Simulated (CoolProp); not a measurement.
R142b along the isotherm 418.3 K: fugacity coefficient from the reference equation and from simpler models built on Tc = 410.3 K, pc = 4055 kPa, ω = 0.232; each cubic takes its own stable root.

The numbers come from the reference Helmholtz-energy equation of state, Lemmon 2006 in CoolProp. It is a short technical equation, of lower accuracy than the large ones.

```tsv
p (kPa)	phase	reference	van der Waals	Redlich-Kwong	Soave-Redlich-Kwong	Peng-Robinson
19.2	gas	0.9985	0.9987	0.9985	0.9985	0.9983
36.5	gas	0.9971	0.9975	0.9971	0.9971	0.9968
69.1	gas	0.9945	0.9952	0.9945	0.9946	0.9939
131	gas	0.9896	0.9909	0.9896	0.9897	0.9885
248	gas	0.9804	0.9827	0.9804	0.9805	0.9783
471	gas	0.9628	0.9672	0.9628	0.9632	0.9590
893	gas	0.9299	0.9379	0.9300	0.9306	0.9230
1690	gas	0.8683	0.8828	0.8689	0.8700	0.8568
3210	gas	0.7518	0.7764	0.7541	0.7563	0.7354
6080	supercritical	0.5173	0.5521	0.5275	0.5333	0.5098
```
